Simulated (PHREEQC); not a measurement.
1 kg of water meets 20 L of dry gas (CO2 0.41, H2S 0.59 by moles) at fixed total pressure, at 60 °C; fugacities by Peng-Robinson. The gases take part in no redox reaction, some water evaporates into the gas, and hydrates or a liquid gas phase aren't modelled. Precipitation was switched off in this run.

All values are PHREEQC results (ion-association model, phreeqc.dat), not measurements.

```csv
P (atm),dissolved CO2 (all carbonate carbon) (mol/kgw),φ of CO2,p of CO2 (atm)
1,0.00554,0.996,0.336
2,0.0124,0.992,0.755
3,0.0191,0.989,1.17
5,0.0325,0.981,2.01
7.5,0.0487,0.971,3.06
10,0.0646,0.962,4.10
15,0.0952,0.943,6.18
```

Away from 25 °C the constants follow the database's enthalpies or fits; those with neither stay at their 25 °C values.
